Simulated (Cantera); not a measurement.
A freely propagating, adiabatic, planar premixed flame of H2 : O2 : N2 = 1 : 0.625 : 2.88 (molar parts), equivalence ratio 0.80, unburnt at 575 K and 13300 Pa; mixture-averaged transport, grid criteria slope 0.08 and curve 0.16, no radiation.

Model: the H2/O2 subset of GRI-Mech 3.0, which has no nitrogen chemistry, integrated in Cantera. Burning velocities carry a grid error of a few per cent, more on coarse grids.

**Question.** How do the results move with these cheaper or finer settings: unity-Lewis-number transport; multicomponent transport; multicomponent+Soret transport; grid criteria slope 0.5, curve 1; grid criteria slope 0.25, curve 0.5; grid criteria slope 0.03, curve 0.06?

**Answer.** 
```tsv
setting	laminar burning velocity	thermal thickness	peak x(OH)	peak x(H2O2)	grid points
as above	408 cm/s	6.83 mm	0.0125	1.44e-6	131
unity-Lewis-number transport	262 cm/s	4.76 mm	0.0126	8.63e-7	130
multicomponent transport	401 cm/s	6.79 mm	0.0125	1.46e-6	131
multicomponent+Soret transport	383 cm/s	6.72 mm	0.0125	1.53e-6	131
grid criteria slope 0.5, curve 1	525 cm/s	9.44 mm	0.0125	1.18e-6	43
grid criteria slope 0.25, curve 0.5	445 cm/s	7.72 mm	0.0124	1.27e-6	71
grid criteria slope 0.03, curve 0.06	399 cm/s	6.65 mm	0.0126	1.47e-6	278
```
Unity Lewis numbers drop preferential diffusion, which matters most where H2 and H carry the flame; Soret adds thermal diffusion.
